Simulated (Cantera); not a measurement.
An isothermal, constant-pressure homogeneous reactor starts with H₂ : O₂ = 0.07 : 1 (molar parts), equivalence ratio 0.035, at 975 K and 1200 Pa.

Cantera simulation using the H2/O2 subset of GRI-Mech 3.0, which has no nitrogen chemistry; the numbers are that mechanism's predictions, not measurements. Radical loss at walls, strong at low pressure, is not modelled. The temperature is held fixed by assumption; the heat of reaction is taken as removed at once.

x: mole fraction; the columns are a selection and need not sum to one.

```
t (s)        x H₂   x O₂      x OH       x O     x HO₂       x H
--------  -------  -----  --------  --------  --------  --------
1.00e-6    0.0654  0.935    <1e-12    <1e-12    <1e-12    <1e-12
5.01e-6    0.0654  0.935    <1e-12    <1e-12  1.33e-12  1.31e-12
2.51e-5    0.0654  0.935    <1e-12    <1e-12  6.66e-12  6.25e-12
0.000126   0.0654  0.935  6.90e-12  9.25e-12  3.35e-11  2.77e-11
0.000631   0.0654  0.935  1.03e-10  2.15e-10  1.72e-10  2.12e-10
0.00316    0.0654  0.935         …   2.94e-7   8.56e-9   2.39e-7
0.0158    0.00153  0.913         …    0.0156   7.96e-6   0.00887
0.0794    8.95e-5  0.931         …   0.00115   3.39e-6  0.000128
0.398     3.17e-6  0.932         …   4.52e-5   4.75e-7   9.80e-7
2.00      1.63e-7  0.932         …   3.00e-6   4.80e-8   1.69e-8
10.0      1.58e-8  0.932         …   3.47e-7   6.34e-9  6.64e-10
```

### Question
Complete the blanks.

### Answer

- 0.00316, x OH: 1.27e-7
- 0.0158, x OH: 0.00170
- 0.0794, x OH: 0.000342
- 0.398, x OH: 6.67e-5
- 2.00, x OH: 1.74e-5
- 10.0, x OH: 5.90e-6
